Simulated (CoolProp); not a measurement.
Sulfur hexafluoride at 521.37 K and 0.184 MPa flows at 0.054 m/s in a round tube of 12.7 mm bore and 15 µm roughness, fully developed (64/Re and Nu = 3.66 if laminar; Colebrook and Gnielinski if turbulent). Each further row changes one setting.

Values from CoolProp's reference Helmholtz-energy equation of state, Guder 2009.

```
case                Reynolds number  Darcy friction factor  pressure drop (Pa/m)  heat-transfer coefficient (W/(m² K))  mass flow (kg/h)
------------------  ---------------  ---------------------  --------------------  ------------------------------------  ----------------
as stated                       ___                    ___                   ___                                  8.41               ___
velocity 0.108 m/s              346                  0.185                   ___                                  8.41               ___
diameter 25.4 mm                346                  0.185                   ___                                   ___             0.612
```

Problem. Fill in the missing entries.

Solution. 
- as stated, Reynolds number: 173
- as stated, Darcy friction factor: 0.370
- as stated, pressure drop (Pa/m): 0.264
- as stated, mass flow (kg/h): 0.153
- velocity 0.108 m/s, pressure drop (Pa/m): 0.529
- velocity 0.108 m/s, mass flow (kg/h): 0.306
- diameter 25.4 mm, pressure drop (Pa/m): 0.0661
- diameter 25.4 mm, heat-transfer coefficient (W/(m² K)): 4.21

Viscosity comes from a separate model (Quiñones-Cisneros 2012). Thermal conductivity comes from a separate model (Assael 2012).
